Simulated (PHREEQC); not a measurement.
Make-up at 25 °C: 1.4 mmol/kgw Cu(BF4)2, 0.53 mmol/kgw H2SO4 and 7.2 mmol/kgw Na2SO4. Closed to the air; pH follows from the charge balance.

The numbers come from PHREEQC with the ion-association model, phreeqc.dat.

Precipitation was switched off in this run.

### Question
What pH does the model give?

### Answer
pH 2.93.

### Question
In which forms is S present?

### Answer
SO4-2 85 %, HSO4- 6.3 %, CuSO4 5.3 %, NaSO4- 3.3 % of the S.

Complexes and solids missing from the database can't appear. Real BF4- forms and hydrolyses slowly; the run takes it at equilibrium.
